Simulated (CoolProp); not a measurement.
The numbers come from the reference Helmholtz-energy equation of state, McLinden 2015 in CoolProp.

Q: Give the vapour pressure (bar), vapour density (kg/m³), enthalpy of vaporisation (kJ/kg), liquid cp (kJ/(kg K)) of saturated the fluoroketone C6F12O (FK-5-1-12) at 122.75 °C.

A: 
```json
[
 {"T (°C)": "122.75", "p (bar)": "7.56", "vapour density (kg/m³)": "99.4", "enthalpy of vaporisation (kJ/kg)": "59.9", "liquid cp (kJ/(kg K))": "1.27"}
]
```
